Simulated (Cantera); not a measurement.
Input: 1 mol Ca(OH)2, 0.08 mol H2O, 0.11 mol O2, held at 2098.15 K.

These are equilibrium values from Cantera (NASA tables, ideal gas, pure condensed phases), not measurements of a reactor. Candidate condensed phases: Ca, CaO, Ca(OH)2, H2O; 14 gas species. Kinetics and transport are ignored.

x: gas mole fraction; n: condensed amount in mol.

| P (Pa) | x H2O | x O2 | x H2 | x H | x OH | x O | n CaO(s) |
|---|---|---|---|---|---|---|---|
| 10 | 0.575 | 0.113 | 0.100 | 0.0976 | 0.0664 | 0.0461 | 0.998 |
| 68 | 0.756 | 0.100 | 0.0536 | 0.0274 | 0.0458 | 0.0167 | 1.000 |
| 460 | 0.840 | 0.0931 | [?] | [?] | [?] | [?] | 1.000 |
| 3200 | 0.877 | 0.0908 | 0.00952 | 0.00168 | 0.0184 | 0.00231 | 1.000 |
| 22000 | 0.893 | 0.0906 | 0.00370 | 0.000400 | 0.0114 | 0.000881 | 1.000 |
| 150000 | 0.900 | 0.0910 | [?] | [?] | [?] | [?] | 1.000 |
| 1000000 | 0.903 | 0.0914 | 0.000553 | 2.29e-5 | 0.00444 | 0.000131 | 1.000 |

Question: What belongs in the gaps?

Answer: 
- 150000, x H2: 0.00143
- 150000, x H: 9.50e-5
- 150000, x OH: 0.00711
- 150000, x O: 0.000338
- 460, x H2: 0.0238
- 460, x H: 0.00700
- 460, x OH: 0.0294
- 460, x O: 0.00617
